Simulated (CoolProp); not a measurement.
Vapour-liquid equilibrium of methanol (1) + water (2) at 7.53 bar; x and y are mole fractions of (1).

Computed with CoolProp (multi-fluid Helmholtz-energy mixture model, de Reuck 1993 and Wagner 2002; pair parameters Bell 2016).

| x | bubble temperature (K) | y at the bubble point | dew temperature at overall composition x (K) | liquid density (mol/L) |
|---|---|---|---|---|
| 0.05 | 436.3 | ___ | 439.5 | 47.46 |
| 0.2 | 425.4 | 0.434 | 434.4 | ___ |
| 0.35 | 417.8 | 0.608 | 428.8 | ___ |
| 0.5 | 412.1 | 0.728 | 422.6 | 31.30 |
| 0.65 | 407.5 | 0.820 | 415.8 | 27.65 |
| 0.8 | 403.6 | 0.900 | 408.5 | 24.59 |
| 0.95 | 400.1 | 0.975 | 401.2 | 21.99 |

**Question.** Some entries are withheld; supply them.

**Answer.** 
- 0.05, y at the bubble point: 0.146
- 0.2, liquid density (mol/L): 40.98
- 0.35, liquid density (mol/L): 35.68

No azeotrope shows between x = 0.05 and 0.95.

Pair parameters are fitted to limited data, so mixtures are less certain than the pure fluids.
